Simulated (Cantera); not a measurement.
What does this Cantera script print?

```python
import numpy as np
import cantera as ct

surf = ct.Interface("diamond.yaml", "diamond_100")
gas, bulk = surf.adjacent["gas"], surf.adjacent["diamond"]
k = surf.kinetics_species_index(bulk.species_names[0])
cover = ["c6HH", "c6H*", "c6*H", "c6**", "c6HM", "c6B"]

rows, drift = [], 0.0
print(f"{'P':>10s}{'um/h':>11s}" + "".join(f"{s:>11s}" for s in cover))
for v in [580, 910, 1400, 2300, 3600, 5700, 9000, 14000]:
    T, P, xH, xCH3 = 1100, v, 0.00084, 1.9e-05
    gas.TPX = T, P, {"H": xH, "CH3": xCH3, "CH4": 0.0032, "H2": 1 - xH - xCH3 - 0.0032}
    surf.TP = bulk.TP = T, P
    surf.coverages = "c6H*:0.1, c6HH:0.9"
    surf.advance_coverages(100.0)
    before = surf.coverages
    surf.advance_coverages(100.0)
    drift = max(drift, np.max(np.abs(surf.coverages - before) / (surf.coverages + 1e-9)))
    rate = surf.net_production_rates[k] * bulk.mean_molecular_weight / bulk.density * 3.6e9
    rows.append([rate, *surf[cover].coverages])
    print(f"{v:10.4g}{rate:11.4e}" + "".join(f"{x:11.3e}" for x in rows[-1][1:]))
```

Output:

```
         P       um/h       c6HH       c6H*       c6*H       c6**       c6HM        c6B
       580 6.8579e-03  5.243e-01  2.730e-02  4.326e-01  1.510e-02  3.822e-04  1.861e-11
       910 1.3935e-02  5.241e-01  2.729e-02  4.325e-01  1.509e-02  5.833e-04  3.781e-11
      1400 2.8197e-02  5.239e-01  2.728e-02  4.323e-01  1.509e-02  8.620e-04  7.651e-11
      2300 6.4564e-02  5.236e-01  2.726e-02  4.320e-01  1.508e-02  1.320e-03  1.752e-10
      3600 1.3604e-01  5.231e-01  2.724e-02  4.316e-01  1.506e-02  1.881e-03  3.691e-10
      5700 2.8655e-01  5.226e-01  2.721e-02  4.311e-01  1.505e-02  2.603e-03  7.776e-10
      9000 5.8116e-01  5.220e-01  2.718e-02  4.305e-01  1.503e-02  3.429e-03  1.577e-09
   1.4e+04 1.1064e+00  5.213e-01  2.715e-02  4.300e-01  1.501e-02  4.265e-03  3.002e-09
```

Computed with Cantera and the Harris–Goodwin 1993 mechanism for the reconstructed diamond (100) surface.
